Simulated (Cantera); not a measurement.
An isothermal, constant-pressure homogeneous reactor starts with 26.3 % CH4, 73.7 % N2, at 1825 K and 1.00 bar.

Computed with Cantera and GRI-Mech 3.0 (53 species, 325 reactions). GRI-Mech 3.0 stops at C3 and has no aromatics, soot or wall deposition, so with more carbon than oxygen in the feed, carbon stays in small species such as C2H2 where larger ones or solid carbon would form.

x: mole fraction; the columns are a selection and need not sum to one.

```csv
t (s),x CH4,x H,x H2,x CH3,x CH2
0.000200,0.240,[?],0.0182,0.00348,2.25e-6
0.000619,0.176,[?],0.0914,0.00275,1.95e-6
0.00192,0.104,[?],0.185,0.00151,1.06e-6
0.00593,0.0478,[?],0.254,0.000708,5.45e-7
0.0184,0.0174,0.000225,0.291,0.000269,2.29e-7
0.0568,0.00596,0.000241,0.305,9.47e-5,8.49e-8
0.176,0.00291,0.000246,0.308,4.67e-5,4.27e-8
0.545,0.00264,0.000246,0.309,4.24e-5,3.88e-8
1.69,0.00264,0.000246,0.309,4.24e-5,3.88e-8
5.22,0.00264,0.000246,0.309,4.23e-5,3.88e-8
16.2,0.00264,0.000246,0.309,4.23e-5,3.88e-8
50.0,0.00264,0.000246,0.309,4.23e-5,3.88e-8
```

Q: Complete the blanks.

A: 
- 0.000200, x H: 2.79e-5
- 0.000619, x H: 8.33e-5
- 0.00192, x H: 0.000139
- 0.00593, x H: 0.000190
